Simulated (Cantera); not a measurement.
A perfectly stirred reactor is fed with 0.608 % CH3OH, 2.89 % O2, 96.5 % N2, at 10.0 bar; it is held at 1473 K, and followed from long to short residence time.

Detailed kinetics in Cantera: GRI-Mech 3.0 (53 species, 325 reactions). GRI-Mech 3.0 was tuned for natural gas; its chemistry of methanol as a main component is partial and can be far from experiment.

### Question
Predict: x(CH3OH) at τ = 0.850 s; x(O2) at τ = 0.850 s; x(NO) at τ = 0.850 s; x(CO2) at τ = 0.850 s; x(CH3OH) at τ = 14.0 ms; x(O2) at τ = 14.0 ms; x(NO) at τ = 14.0 ms; x(CO2) at τ = 14.0 ms.

### Answer
```
Item                      Result
-----------------------  -------
x(CH3OH) at τ = 0.850 s  4.05e-7
x(O2) at τ = 0.850 s      0.0198
x(NO) at τ = 0.850 s     7.94e-7
x(CO2) at τ = 0.850 s    0.00605
x(CH3OH) at τ = 14.0 ms  8.68e-6
x(O2) at τ = 14.0 ms      0.0199
x(NO) at τ = 14.0 ms     7.33e-7
x(CO2) at τ = 14.0 ms    0.00569
```
